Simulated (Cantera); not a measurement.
# Adiabatic ignition

An adiabatic, constant-pressure homogeneous reactor starts with CO : H2 : CH4 : O2 : N2 = 1 : 0.055 : 0.044 : 1.43 : 5.38 (molar parts), at 1300 K and 2300000 Pa.

Cantera simulation using GRI-Mech 3.0 (53 species, 325 reactions); the numbers are that mechanism's predictions, not measurements. The pressure lies above the range GRI-Mech 3.0 was tuned for (to about 10 atm).

```
t (s)     T (K)     x CO      x H2    x CH4      x NO     x CO2   x H2O2     x HCO
--------  -----  -------  --------  -------  --------  --------  -------  --------
1.00e-5    1300    0.126   0.00695  0.00556    <1e-12   1.91e-5  8.22e-8  1.72e-10
2.49e-5    1313    0.126   0.00660  0.00520  8.55e-11  0.000990  3.46e-5   5.42e-8
6.22e-5    2175   0.0300  0.000283   <1e-12   2.62e-5     0.109  4.98e-7   4.30e-8
0.000155   2408  0.00196   4.35e-5   <1e-12  0.000268     0.139  1.68e-7  1.69e-10
0.000387   2407  0.00194   4.33e-5   <1e-12  0.000689     0.139  1.68e-7  1.66e-10
0.000965   2405  0.00192   4.29e-5   <1e-12   0.00169     0.139  1.66e-7  1.63e-10
0.00241    2400  0.00189   4.22e-5   <1e-12   0.00386     0.139  1.64e-7  1.56e-10
0.00601    2393  0.00182   4.10e-5   <1e-12   0.00765     0.139  1.60e-7  1.45e-10
0.0150     2385  0.00176   3.98e-5   <1e-12    0.0114     0.139  1.56e-7  1.35e-10
0.0374     2383  0.00174   3.94e-5   <1e-12    0.0125     0.139  1.55e-7  1.32e-10
0.0932     2383  0.00174   3.94e-5   <1e-12    0.0125     0.139  1.55e-7  1.32e-10
0.233      2383  0.00174   3.94e-5   <1e-12    0.0125     0.139  1.55e-7  1.32e-10
0.580      2383  0.00174   3.94e-5   <1e-12    0.0125     0.139  1.55e-7  1.32e-10
1.45       2383  0.00174   3.94e-5   <1e-12    0.0125     0.139  1.55e-7  1.32e-10
3.61       2383  0.00174   3.94e-5   <1e-12    0.0125     0.139  1.55e-7  1.32e-10
9.00       2383  0.00174   3.94e-5   <1e-12    0.0125     0.139  1.55e-7  1.32e-10
```
x: mole fraction; the columns are a selection and need not sum to one.

* **time of steepest temperature rise**: 58.2 µs
* **temperature at 9.00 s**: 2383 K
* **equilibrium temperature**: 2383 K
* **x(CO) at 9.00 s**: 0.00174 (gas-phase equilibrium 0.00174)
* **x(H2) at 9.00 s**: 3.94e-5 (gas-phase equilibrium 3.94e-5)
* **x(CH4) at 9.00 s**: <1e-12 (gas-phase equilibrium <1e-12)
